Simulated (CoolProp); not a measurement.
A Linde-Hampson liquefier for dry air: isothermal reversible compression at 250 K from 1 atm to 15 MPa, throttling to 1 atm, return gas leaving the recuperator 10 K below the feed. Each further row changes one setting.

Model: reference Helmholtz-energy equation of state, Lemmon 2000, in CoolProp. It is a pseudo-pure fit of the blend.

| case | liquid yield per pass | compression work (kJ/kg of gas) |
|---|---|---|
| as stated | 0.089 | 351 |
| high pressure 30 MPa | 0.142 | 401 |
| warm-end temperature 280 K | 0.058 | 398 |
| warm-end gap 15 K | 0.076 | 351 |
